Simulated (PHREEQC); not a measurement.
# Nickel, zinc or cadmium bath: an equilibrium model

A solution holds 0.16 mol/kgw ZnSO4, 0.0039 mol/kgw KCl and 0.0034 mol/kgw FeSO4, at 25 °C. Closed to the air; pH follows from the charge balance.

Computed with PHREEQC (ion-association model, phreeqc.dat).

Each row changes one thing in this solution. No solid was allowed to form.

```json
[
 {"case": "as made", "pH": "5.50", "ionic strength (mol/kgw)": "0.323", "Zn+2 (mol/kgw)": "0.0779", "ZnSO4 (mol/kgw)": "0.0579", "SO4-2 (mol/kgw)": "0.0558", "Zn(SO4)2-2 (mol/kgw)": "0.0240", "SI of Zn(OH)2(e) (Zn(OH)2)": "-2.21"},
 {"case": "KCl from 0.0039 to 0.00195 mol/kgw", "pH": "5.50", "ionic strength (mol/kgw)": "0.321", "Zn+2 (mol/kgw)": "0.0777", "ZnSO4 (mol/kgw)": "0.0581", "SO4-2 (mol/kgw)": "0.0557", "Zn(SO4)2-2 (mol/kgw)": "0.0241", "SI of Zn(OH)2(e) (Zn(OH)2)": "…"},
 {"case": "diluted 10-fold with water", "pH": "5.71", "ionic strength (mol/kgw)": "0.0416", "Zn+2 (mol/kgw)": "0.0101", "ZnSO4 (mol/kgw)": "0.00547", "SO4-2 (mol/kgw)": "0.00986", "Zn(SO4)2-2 (mol/kgw)": "0.000449", "SI of Zn(OH)2(e) (Zn(OH)2)": "-2.40"},
 {"case": "KCl left out", "pH": "5.51", "ionic strength (mol/kgw)": "0.319", "Zn+2 (mol/kgw)": "0.0776", "ZnSO4 (mol/kgw)": "0.0582", "SO4-2 (mol/kgw)": "0.0556", "Zn(SO4)2-2 (mol/kgw)": "0.0241", "SI of Zn(OH)2(e) (Zn(OH)2)": "…"},
 {"case": "FeSO4 replaced by FeCl2 at the same molality", "pH": "5.48", "ionic strength (mol/kgw)": "0.325", "Zn+2 (mol/kgw)": "0.0789", "ZnSO4 (mol/kgw)": "0.0573", "SO4-2 (mol/kgw)": "0.0546", "Zn(SO4)2-2 (mol/kgw)": "0.0232", "SI of Zn(OH)2(e) (Zn(OH)2)": "-2.25"},
 {"case": "KCl from 0.0039 to 0.00585 mol/kgw", "pH": "5.49", "ionic strength (mol/kgw)": "0.326", "Zn+2 (mol/kgw)": "0.0780", "ZnSO4 (mol/kgw)": "0.0578", "SO4-2 (mol/kgw)": "0.0559", "Zn(SO4)2-2 (mol/kgw)": "0.0240", "SI of Zn(OH)2(e) (Zn(OH)2)": "-2.22"},
 {"case": "FeSO4 left out", "pH": "5.50", "ionic strength (mol/kgw)": "0.317", "Zn+2 (mol/kgw)": "0.0783", "ZnSO4 (mol/kgw)": "0.0579", "SO4-2 (mol/kgw)": "0.0546", "Zn(SO4)2-2 (mol/kgw)": "0.0236", "SI of Zn(OH)2(e) (Zn(OH)2)": "-2.22"}
]
```

**Question.** What belongs in the gaps?

**Answer.** 
- KCl from 0.0039 to 0.00195 mol/kgw, SI of Zn(OH)2(e) (Zn(OH)2): -2.20
- KCl left out, SI of Zn(OH)2(e) (Zn(OH)2): -2.19
